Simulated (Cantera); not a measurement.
Charge: 1 mol Si, 0.0029 mol O2, 760 mol H2, 1.9 mol N2O, at 1527 °C and 1.00 Torr.

Cantera equilibrium calculation (NASA polynomials, part measured and part estimated; ideal gas, pure solids and liquids). Candidate condensed phases: H2O, Si, SiO2, Si2N2O, Si3N4; 35 gas species. Kinetics and transport are ignored.

Base state: H2 0.985, H 0.00973, N2 0.00248, SiO 0.00130, H2O 0.00118 (mole fractions); condensed: gas only.

What changes in the equilibrium state with this change: temperature from 1527 °C to 1377 °C?


| species | before | after |
|---|---|---|
| H2 | 0.985 | 0.993 |
| N2 | 0.00248 | 0.00249 |
| H | 0.00973 | 0.00248 |
| SiO | 0.00130 | 0.00131 |
| H2O | 0.00118 | 0.00119 |

What changes in the equilibrium state with this change: Si replaced by Si3N4?


```csv
species,before,after
H2,0.985,0.981
H,0.00973,0.00971
N2,0.00248,0.00506
Si,4.27e-9,0.00133
SiO,0.00130,0.00247
H2O,0.00118,7.14e-9
SiH,<1e-9,5.50e-5
SiH2,<1e-9,1.64e-5
```
Gases not in the tables: Si2H6 and higher silanes.

What changes in the equilibrium state with this change: N2O from 1.9 to 0.19 mol?


```
species   before     after
-------  -------  --------
H2         0.985     0.989
H        0.00973   0.00975
Si       4.27e-9  0.000992
N2       0.00248  0.000248
H2O      0.00118   1.00e-9
SiH        <1e-9   4.11e-5
SiH2       <1e-9   1.23e-5
SiO      0.00130  0.000256
```
Gases not in the tables: Si2H6 and higher silanes.
